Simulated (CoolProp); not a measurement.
A single-stage vapour-compression cycle with isobutene: evaporating at 253.15 K (dew point), condensing at 318.15 K (bubble point), superheat 8 K, subcooling 0 K, compressor efficiency 0.6, no pressure losses. Each further row changes one setting.

Computed with CoolProp (reference Helmholtz-energy equation of state, Lemmon 2005). It is a short technical equation, of lower accuracy than the large ones.

| case | cooling COP | pressure ratio | discharge temperature (K) | refrigerating effect (kJ/kg) | volumetric capacity (kJ/m³) |
|---|---|---|---|---|---|
| as stated | 1.76 | 9.07 | 359.7 | 264 | 415 |
| evaporating temperature 258.15 K | 1.99 | … | 355.7 | 271 | … |
| condensing temperature 313.15 K | … | … | … | 277 | 434 |
| subcooling 5 K | … | 9.07 | 359.7 | 277 | 434 |
| superheat 18 K | 1.78 | 9.07 | 370.6 | … | 421 |
| compressor efficiency 0.5 | 1.47 | 9.07 | … | 264 | 415 |

Complete the blanks.


- evaporating temperature 258.15 K, pressure ratio: 7.32
- evaporating temperature 258.15 K, volumetric capacity (kJ/m³): 519
- condensing temperature 313.15 K, cooling COP: 1.97
- condensing temperature 313.15 K, pressure ratio: 7.94
- condensing temperature 313.15 K, discharge temperature (K): 353.7
- subcooling 5 K, cooling COP: 1.84
- superheat 18 K, refrigerating effect (kJ/kg): 279
- compressor efficiency 0.5, discharge temperature (K): 375.0
